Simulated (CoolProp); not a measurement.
The fluoroketone C6F12O (FK-5-1-12) along the isotherm 143.65 °C: Z from the reference equation and from simpler models built on Tc = 168.7 °C, pc = 1.869 MPa, ω = 0.471; each cubic takes its own stable root.

Computed with CoolProp (reference Helmholtz-energy equation of state, McLinden 2015).

| p (MPa) | phase | reference |
|---|---|---|
| 0.104 | gas | 0.9756 |
| 0.208 | gas | 0.9502 |
| 0.312 | gas | 0.9239 |
| 0.415 | gas | 0.8966 |
| 0.519 | gas | 0.8676 |
| 0.623 | gas | 0.8369 |
| 0.727 | gas | 0.8039 |
| 0.831 | gas | 0.7682 |
| 0.935 | gas | 0.7287 |

Q: How far does each simpler model (van der Waals, Redlich-Kwong, Soave-Redlich-Kwong, Peng-Robinson) lie from the reference over these 9 states: mean and median of the absolute difference, and the worst?

A: 
- van der Waals: mean 3.8 %, median 3.3 %, worst +8.7 % at 143.65 °C and 0.935 MPa
- Redlich-Kwong: mean 1.5 %, median 1.2 %, worst +3.8 % at 143.65 °C and 0.935 MPa
- Soave-Redlich-Kwong: mean 0.5 %, median 0.4 %, worst +1.4 % at 143.65 °C and 0.935 MPa
- Peng-Robinson: mean 0.8 %, median 0.9 %, worst -1.2 % at 143.65 °C and 0.831 MPa
